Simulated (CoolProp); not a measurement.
Properties of 1-butene along the isobar 58.9 bar (Tc = 419.3 K, pc = 40.06 bar, ω = 0.192).

Model: reference Helmholtz-energy equation of state, Lemmon 2005, in CoolProp. It is a short technical equation, of lower accuracy than the large ones.

```tsv
T (K)	phase	cp (kJ/(kg K))	speed of sound (m/s)	fugacity coefficient
329.9	liquid	2.424	786.4	0.1255
349.4	liquid	2.545	690.1	0.1847
368.9	liquid	2.696	592.7	0.2567
388.4	liquid	2.903	491.9	0.3395
407.9	liquid	3.246	383.9	0.4299
427.4	supercritical	4.125	261.0	0.5225
446.9	supercritical	6.052	164.1	0.6054
466.5	supercritical	3.801	179.5	0.6652
486	supercritical	3.164	200.7	0.7105
505.5	supercritical	2.944	218.2	0.7476
525	supercritical	2.855	233.0	0.7789
```

The peak of cp marks the crossing from liquid-like to gas-like fluid above the critical point.
